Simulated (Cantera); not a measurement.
**Adiabatic ignition**

An adiabatic, constant-pressure homogeneous reactor starts with 3.60 % CH₄, 17.6 % O₂, 65.9 % N₂, 13.0 % H₂O, equivalence ratio 0.41, at 1575 K and 4350 Torr.

Computed with Cantera and GRI-Mech 3.0 (53 species, 325 reactions).

```csv
t (s),T (K),x CH₄,x O₂,x H₂O,x CO,x NO,x H₂O₂,x N₂O
8.00e-6,1575,0.0360,0.176,0.130,2.43e-8,<1e-12,8.71e-8,6.72e-11
1.50e-5,1575,0.0360,0.176,0.130,2.34e-7,<1e-12,1.29e-7,1.94e-10
2.81e-5,1575,0.0358,0.176,0.130,2.84e-6,<1e-12,2.02e-7,5.87e-10
5.28e-5,1577,0.0353,0.175,0.130,4.16e-5,4.46e-12,4.99e-7,2.17e-9
9.90e-5,1593,0.0318,0.173,0.133,0.000876,4.98e-11,3.18e-6,1.33e-8
0.000186,2269,<1e-12,0.102,0.198,0.000568,1.70e-5,6.27e-7,1.20e-6
0.000348,2271,<1e-12,0.102,0.198,0.000448,4.28e-5,6.27e-7,1.10e-6
0.000653,2271,<1e-12,0.102,0.198,0.000448,9.08e-5,6.27e-7,1.09e-6
0.00122,2271,<1e-12,0.102,0.198,0.000447,0.000180,6.27e-7,1.09e-6
0.00230,2271,<1e-12,0.102,0.198,0.000447,0.000347,6.26e-7,1.09e-6
0.00431,2270,<1e-12,0.102,0.198,0.000445,0.000654,6.25e-7,1.09e-6
0.00808,2269,<1e-12,0.102,0.198,0.000443,0.00121,6.22e-7,1.09e-6
0.0152,2267,<1e-12,0.101,0.198,0.000438,0.00218,6.18e-7,1.08e-6
0.0284,2264,<1e-12,0.101,0.198,0.000432,0.00373,6.11e-7,1.08e-6
0.0533,2260,<1e-12,0.0995,0.198,0.000423,0.00581,6.01e-7,1.08e-6
0.100,2256,<1e-12,0.0986,0.198,0.000414,0.00776,5.93e-7,1.08e-6
```
x: mole fraction; the columns are a selection and need not sum to one.

| Item | Result |
|---|---|
| time of steepest temperature rise | 0.132 ms |
| temperature at 0.100 s | 2256 K |
| equilibrium temperature | 2254 K |
| x(CH₄) at 0.100 s | <1e-12 (gas-phase equilibrium <1e-12) |
| x(O₂) at 0.100 s | 0.0986 (gas-phase equilibrium 0.0980) |
| x(H₂O) at 0.100 s | 0.198 (gas-phase equilibrium 0.198) |
